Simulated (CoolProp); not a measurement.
Vapour-liquid equilibrium of CH2F2 (R32) (1) + propylene (2) at 282 K; x and y are mole fractions of (1).

The numbers come from the multi-fluid Helmholtz-energy mixture model, Tillner-Roth 1997 and Lemmon 2013; pair parameters Bell 2016 in CoolProp.

| x | bubble pressure (bar) | y at the bubble point | dew pressure at overall composition x (bar) | liquid density (mol/L) |
|---|---|---|---|---|
| 0.05 | 8.589 | 0.144 | 7.879 | 12.81 |
| 0.2 | 10.77 | 0.378 | 9.058 | 13.31 |
| 0.35 | 11.97 | 0.498 | 10.49 | 13.94 |
| 0.5 | 12.57 | 0.579 | 11.99 | 14.75 |
| 0.65 | 12.77 | 0.652 | 12.77 | 15.81 |
| 0.8 | 12.54 | 0.742 | 12.20 | 17.20 |
| 0.95 | 11.45 | 0.903 | 11.08 | 18.99 |

y crosses x between x = 0.65 and 0.8: the model has an azeotrope there.

The pair parameters rest on a limited set of measurements; away from them the model extrapolates.
